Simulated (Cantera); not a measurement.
Cantera run:

```python
import numpy as np
import cantera as ct

gas_names = """
    CL CLO CL2 Fe FeCL FeCL2 FeCL3 FeO Fe(OH)2 Fe2CL4 Fe2CL6 H HCL HOCL HO2 H2 H2O H2O2 O OH O2 O3
""".split()
cond_names = """
    Fe(a) Fe(c) Fe(d) Fe(L) FeCL2(s) FeCL2(L) FeCL3(s) FeCL3(L) FeO(s) FeO(L) Fe(OH)2(s) Fe(OH)3(s)
    Fe2O3(s) Fe3O4(s) H2O(s) H2O(L)
""".split()


# ... load() reads the species with a 1 bar reference pressure and builds the phases ...
atoms = {
    'FeCl2': {'Fe': 1, 'CL': 2},
    'H2': {'H': 2},
    'O2': {'O': 2},
}
top_T = {'Fe2O3(s)': 1830, 'Fe3O4(s)': 1870}  # K; cautious upper limits of use, not melting points


# ... equilibrate(T, P, feed) seeds the gas with the atoms and calls Mixture.equilibrate('TP', solver="vcs", rtol=1e-11, max_steps=5000) ...
results = []
feed = {'FeCl2': 1, 'H2': 0.42, 'O2': 0.046}  # mol
P = 1333.22  # Pa
for T in [1373, 1473, 1573, 1673, 1773, 1873, 1973, 2073, 2173, 2273]:
    mix = equilibrate(T, P, feed)
    results.append((T, P, feed, dict(zip(mix.species_names, mix.species_moles))))
    x = sorted(zip(gas.X, gas.species_names), reverse=True)
    print(f"T = {T:g} K  P = {P:g} Pa  gas = {mix.phase_moles(0):.4g} mol")
    print("   x: " + "  ".join(f"{s} {v:.3e}" for v, s in x if v > 1e-05))
    print("   condensed (mol): " + ("  ".join(f"{mix.phase(i).name} {mix.phase_moles(i):.4g}"
          for i in range(1, mix.n_phases) if mix.phase_moles(i) > 1e-12) or "none"))
```

Result:

```
T = 1373 K  P = 1333.22 Pa  gas = 1.419 mol
   x: FeCL2 5.480e-01  HCL 3.111e-01  H2 1.030e-01  H2O 3.736e-02  Fe2CL4 4.452e-04  FeCL3 5.627e-05  CL 2.316e-05
   condensed (mol): Fe(c) 0.1818  FeO(s) 0.03897
T = 1473 K  P = 1333.22 Pa  gas = 1.42 mol
   x: FeCL2 5.590e-01  HCL 2.897e-01  H2 1.073e-01  H2O 4.368e-02  Fe2CL4 2.016e-04  CL 7.856e-05  FeCL3 4.789e-05  H 3.588e-05
   condensed (mol): Fe(c) 0.1758  FeO(s) 0.02998
T = 1573 K  P = 1333.22 Pa  gas = 1.42 mol
   x: FeCL2 5.679e-01  HCL 2.717e-01  H2 1.104e-01  H2O 4.942e-02  CL 2.289e-04  H 1.170e-04  Fe2CL4 1.010e-04  Fe 4.931e-05  FeCL3 4.161e-05
   condensed (mol): Fe(c) 0.1713  FeO(s) 0.0218
T = 1673 K  P = 1333.22 Pa  gas = 1.421 mol
   x: FeCL2 5.747e-01  HCL 2.571e-01  H2 1.133e-01  H2O 5.355e-02  CL 5.885e-04  H 3.320e-04  Fe 3.010e-04  Fe2CL4 5.488e-05  FeCL3 3.674e-05  FeCL 2.232e-05
   condensed (mol): Fe(d) 0.1668  FeO(L) 0.01589
T = 1773 K  P = 1333.22 Pa  gas = 1.424 mol
   x: FeCL2 5.782e-01  HCL 2.468e-01  H2 1.173e-01  H2O 5.386e-02  Fe 1.483e-03  CL 1.364e-03  H 8.439e-04  FeCL 7.748e-05  FeCL3 3.280e-05  Fe2CL4 3.173e-05  OH 2.401e-05
   condensed (mol): Fe(d) 0.1592  FeO(L) 0.01526
T = 1873 K  P = 1333.22 Pa  gas = 1.432 mol
   x: FeCL2 5.772e-01  HCL 2.387e-01  H2 1.184e-01  H2O 5.446e-02  Fe 5.930e-03  CL 2.937e-03  H 1.924e-03  FeCL 2.299e-04  OH 6.867e-05  FeO 3.925e-05  FeCL3 2.986e-05  Fe2CL4 1.922e-05  Fe(OH)2 1.166e-05
   condensed (mol): Fe(L) 0.1505  FeO(L) 0.01381
T = 1973 K  P = 1333.22 Pa  gas = 1.457 mol
   x: FeCL2 5.680e-01  HCL 2.298e-01  H2 1.166e-01  H2O 5.454e-02  Fe 2.011e-02  CL 5.878e-03  H 3.991e-03  FeCL 5.983e-04  OH 1.772e-04  FeO 1.756e-04  FeCL3 2.714e-05  Fe(OH)2 1.904e-05  Fe2CL4 1.191e-05
   condensed (mol): Fe(L) 0.1298  FeO(L) 0.01194
T = 2073 K  P = 1333.22 Pa  gas = 1.529 mol
   x: FeCL2 5.406e-01  HCL 2.148e-01  H2 1.108e-01  Fe 6.021e-02  H2O 5.253e-02  CL 1.085e-02  H 7.582e-03  FeCL 1.389e-03  FeO 6.739e-04  OH 4.088e-04  Fe(OH)2 2.842e-05  FeCL3 2.368e-05  O 2.007e-05
   condensed (mol): Fe(L) 0.06839  FeO(L) 0.009925
T = 2173 K  P = 1333.22 Pa  gas = 1.643 mol
   x: FeCL2 4.891e-01  HCL 2.143e-01  Fe 1.149e-01  H2 8.887e-02  H2O 5.278e-02  CL 2.193e-02  H 1.246e-02  FeCL 2.435e-03  FeO 1.992e-03  OH 9.907e-04  O 9.737e-05  Fe(OH)2 3.721e-05  O2 2.446e-05  FeCL3 2.291e-05
   condensed (mol): none
T = 2273 K  P = 1333.22 Pa  gas = 1.734 mol
   x: FeCL2 4.298e-01  HCL 2.409e-01  Fe 1.401e-01  H2 6.480e-02  CL 4.971e-02  H2O 4.671e-02  H 1.852e-02  FeO 3.575e-03  FeCL 3.274e-03  OH 2.072e-03  O 4.065e-04  O2 1.227e-04  Fe(OH)2 2.810e-05  FeCL3 2.552e-05
   condensed (mol): none
```

Cantera equilibrium calculation (NASA polynomials, part measured and part estimated; ideal gas, pure solids and liquids). Each liquid is taken as pure. Mutual solubility and eutectic melting of coexisting phases are not modelled. The tables' stoichiometric FeO is somewhat more stable than real wüstite, so its field is too wide. FeO: taken at fixed stoichiometry.
